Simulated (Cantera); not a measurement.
A perfectly stirred reactor is fed with 20.4 % CH₄, 79.6 % CO₂, at 0.0987 atm; it is held at 1850 K, and followed from long to short residence time.

Detailed kinetics in Cantera: GRI-Mech 3.0 (53 species, 325 reactions).

Problem. Predict: x(CH₄) at τ = 0.430 s; x(CO₂) at τ = 0.430 s; x(C₂H₄) at τ = 0.430 s; x(CH₂) at τ = 0.430 s; x(OH) at τ = 0.430 s; x(CH₄) at τ = 5.00 ms; x(CO₂) at τ = 5.00 ms; x(C₂H₄) at τ = 5.00 ms; x(CH₂) at τ = 5.00 ms; x(OH) at τ = 5.00 ms.

Solution. 
- x(CH₄) at τ = 0.430 s: 0.00788
- x(CO₂) at τ = 0.430 s: 0.282
- x(C₂H₄) at τ = 0.430 s: 6.86e-5
- x(CH₂) at τ = 0.430 s: 1.33e-6
- x(OH) at τ = 0.430 s: 4.16e-5
- x(CH₄) at τ = 5.00 ms: 0.115
- x(CO₂) at τ = 5.00 ms: 0.695
- x(C₂H₄) at τ = 5.00 ms: 0.00469
- x(CH₂) at τ = 5.00 ms: 3.44e-6
- x(OH) at τ = 5.00 ms: 1.22e-5
